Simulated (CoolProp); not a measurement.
A single-stage vapour-compression cycle with R21: evaporating at 297.15 K (dew point), condensing at 337.15 K (bubble point), superheat 5 K, subcooling 5 K, compressor efficiency 0.7, no pressure losses. Each further row changes one setting.

Computed with CoolProp (reference Helmholtz-energy equation of state, Platzer 1990). This equation is an older, rougher fit; its heat capacities, sound speeds and derivatives of the liquid may be far off and weren't checked against measurements.

| case | cooling COP | pressure ratio | discharge temperature (K) | refrigerating effect (kJ/kg) | volumetric capacity (kJ/m³) |
|---|---|---|---|---|---|
| as stated | 4.66 | 3.29 | 375.0 | 196 | 1490 |
| evaporating temperature 302.15 K | 5.50 | 2.78 | 370.0 | 199 | 1770 |
| condensing temperature 332.15 K | 5.42 | 2.88 | 366.6 | 202 | 1530 |
| subcooling 10 K | 4.79 | 3.29 | 375.0 | 202 | 1530 |
| superheat 15 K | 4.63 | 3.29 | 386.1 | 203 | 1480 |
| compressor efficiency 0.6 | 4.00 | 3.29 | 384.6 | 196 | 1490 |
